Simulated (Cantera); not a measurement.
Charge: 1 mol CH4, 0.59 mol H2, 9.3 mol N2, at 0.00300 bar.

Cantera equilibrium calculation (NASA polynomials, part measured and part estimated; ideal gas, pure solids and liquids). Candidate condensed phases: C, C6H6, C7H8, C8H18; 92 gas species. Rates play no part.

x: gas mole fraction; n: condensed amount in mol.

| T (°C) | x N2 | x H2 | x H | x HCN | x HNC | x CN | n C(graphite) |
|---|---|---|---|---|---|---|---|
| 427 | 0.783 | 0.216 | <1e-12 | 2.17e-9 | <1e-12 | <1e-12 | 0.986 |
| 577 | 0.782 | 0.218 | 1.75e-10 | 1.26e-7 | 5.14e-11 | <1e-12 | 0.999 |
| 727 | 0.782 | 0.218 | 1.93e-8 | 2.14e-6 | 3.16e-9 | <1e-12 | 1.000 |
| 877 | 0.782 | 0.218 | 6.36e-7 | 1.73e-5 | 6.61e-8 | <1e-12 | 1.000 |
| 1027 | 0.782 | 0.218 | 9.43e-6 | 8.54e-5 | 6.82e-7 | (withheld) | 0.999 |
| 1177 | 0.782 | 0.218 | 8.06e-5 | 0.000303 | 4.32e-6 | (withheld) | 0.996 |
| 1327 | 0.782 | 0.217 | 0.000463 | 0.000843 | 1.93e-5 | (withheld) | 0.990 |
| 1477 | 0.780 | 0.216 | 0.00197 | 0.00196 | 6.63e-5 | (withheld) | 0.975 |
| 1627 | 0.777 | 0.212 | 0.00666 | 0.00395 | 0.000185 | (withheld) | 0.949 |
| 1777 | 0.771 | 0.203 | 0.0186 | 0.00706 | 0.000438 | (withheld) | 0.905 |
| 1927 | 0.759 | 0.184 | 0.0442 | 0.0113 | 0.000890 | (withheld) | 0.839 |
| 2077 | 0.738 | 0.154 | 0.0893 | 0.0160 | 0.00156 | (withheld) | 0.753 |
| 2227 | 0.709 | 0.112 | 0.153 | 0.0199 | 0.00233 | (withheld) | 0.649 |

Q: Fill in the missing entries.

A: 
- 1027, x CN: 6.66e-12
- 1177, x CN: 4.39e-10
- 1327, x CN: 1.31e-8
- 1477, x CN: 2.17e-7
- 1627, x CN: 2.30e-6
- 1777, x CN: 1.71e-5
- 1927, x CN: 9.61e-5
- 2077, x CN: 0.000429
- 2227, x CN: 0.00158
